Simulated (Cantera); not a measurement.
## Adiabatic ignition

An adiabatic, constant-volume homogeneous reactor starts with 12.1 % CH4, 11.2 % CO, 15.7 % O2, 61.0 % N2, equivalence ratio 1.9, at 1175 K and 11.0 bar.

Model: GRI-Mech 3.0 (53 species, 325 reactions), integrated in Cantera.

| t (s) | T (K) | P (bar) | x CH4 | x CO | x O2 | x H2O | x C2H4 | x CH2 | x NO2 |
|---|---|---|---|---|---|---|---|---|---|
| 8.00e-6 | 1175 | 11.0 | 0.121 | 0.112 | 0.157 | 6.28e-8 | <1e-12 | <1e-12 | <1e-12 |
| 1.94e-5 | 1175 | 11.0 | 0.121 | 0.112 | 0.157 | 2.00e-7 | 1.75e-11 | <1e-12 | <1e-12 |
| 4.70e-5 | 1175 | 11.0 | 0.121 | 0.112 | 0.157 | 6.99e-7 | 3.11e-10 | <1e-12 | <1e-12 |
| 0.000114 | 1175 | 11.0 | 0.121 | 0.112 | 0.157 | 2.72e-6 | 4.87e-9 | <1e-12 | <1e-12 |
| 0.000276 | 1175 | 11.0 | 0.121 | 0.112 | 0.157 | 1.06e-5 | 4.53e-8 | <1e-12 | <1e-12 |
| 0.000670 | 1175 | 11.0 | 0.121 | 0.112 | 0.157 | 3.40e-5 | 2.12e-7 | <1e-12 | <1e-12 |
| 0.00162 | 1176 | 11.0 | 0.120 | 0.112 | 0.157 | 0.000101 | 8.61e-7 | <1e-12 | <1e-12 |
| 0.00394 | 1179 | 11.0 | 0.120 | 0.112 | 0.156 | 0.000331 | 4.53e-6 | <1e-12 | <1e-12 |
| 0.00955 | 1193 | 11.2 | 0.119 | 0.112 | 0.155 | 0.00150 | 4.46e-5 | 1.59e-12 | <1e-12 |
| 0.0232 | 2742 | 27.9 | 7.95e-10 | 0.173 | 2.79e-5 | 0.135 | <1e-12 | 4.53e-11 | 1.42e-8 |
| 0.0561 | 2742 | 27.9 | 7.95e-10 | 0.173 | 2.79e-5 | 0.135 | <1e-12 | 4.53e-11 | 1.42e-8 |
| 0.136 | 2742 | 27.9 | 7.95e-10 | 0.173 | 2.79e-5 | 0.135 | <1e-12 | 4.53e-11 | 1.42e-8 |
| 0.330 | 2742 | 27.9 | 7.95e-10 | 0.173 | 2.79e-5 | 0.135 | <1e-12 | 4.53e-11 | 1.42e-8 |
| 0.800 | 2742 | 27.9 | 7.95e-10 | 0.173 | 2.79e-5 | 0.135 | <1e-12 | 4.53e-11 | 1.42e-8 |
x: mole fraction; the columns are a selection and need not sum to one.

| Quantity | Result |
|---|---|
| time of steepest temperature rise | 18.2 ms |
| temperature at 0.800 s | 2742 K |
| equilibrium temperature | 2742 K |
| x(CH4) at 0.800 s | 7.95e-10 (gas-phase equilibrium 8.83e-10) |
| x(CO) at 0.800 s | 0.173 (gas-phase equilibrium 0.173) |
| x(O2) at 0.800 s | 2.79e-5 (gas-phase equilibrium 2.79e-5) |
